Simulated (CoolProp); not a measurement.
A single-stage vapour-compression cycle with n-heptane: evaporating at 311.15 K (dew point), condensing at 367.15 K (bubble point), superheat 8 K, subcooling 0 K, compressor efficiency 0.7, no pressure losses. Each further row changes one setting.

Model: reference Helmholtz-energy equation of state, Span 2003, in CoolProp. It is a short technical equation, of lower accuracy than the large ones.

| case | cooling COP | pressure ratio | discharge temperature (K) | refrigerating effect (kJ/kg) | volumetric capacity (kJ/m³) |
|---|---|---|---|---|---|
| as stated | 2.98 | 7.89 | 367.2 | 236 | 101 |
| evaporating temperature 316.15 K | 3.42 | 6.33 | 367.2 | 244 | 129 |
| condensing temperature 362.15 K | 3.39 | 6.76 | 362.1 | 248 | 107 |
| subcooling 5 K | 3.14 | 7.89 | 367.2 | 248 | 107 |
| superheat 18 K | 3.07 | 7.89 | 375.1 | 254 | 106 |
| compressor efficiency 0.6 | 2.55 | 7.89 | 371.2 | 236 | 101 |

The compression ends wet for: as stated; evaporating temperature 316.15 K; condensing temperature 362.15 K; subcooling 5 K.
